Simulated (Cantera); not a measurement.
Mixture: 5.56 % CH4, 19.9 % O2, 74.6 % N2, equivalence ratio 0.56, at 5.92 atm, adiabatic and at constant pressure. Ignition delay is the time to a rise of 400 K.

Detailed kinetics in Cantera: GRI-Mech 3.0 (53 species, 325 reactions).

### Question
Predict: delay at 1075 K; delay at 1150 K; delay at 1225 K; delay at 1300 K; delay at 1375 K; delay at 1450 K; delay at 1525 K; apparent activation energy between 1375 and 1525 K.

### Answer
| Quantity | Result |
|---|---|
| delay at 1075 K | 35.3 ms |
| delay at 1150 K | 12.1 ms |
| delay at 1225 K | 4.56 ms |
| delay at 1300 K | 1.86 ms |
| delay at 1375 K | 0.808 ms |
| delay at 1450 K | 0.374 ms |
| delay at 1525 K | 0.184 ms |
| apparent activation energy between 1375 and 1525 K | 170 kJ/mol |
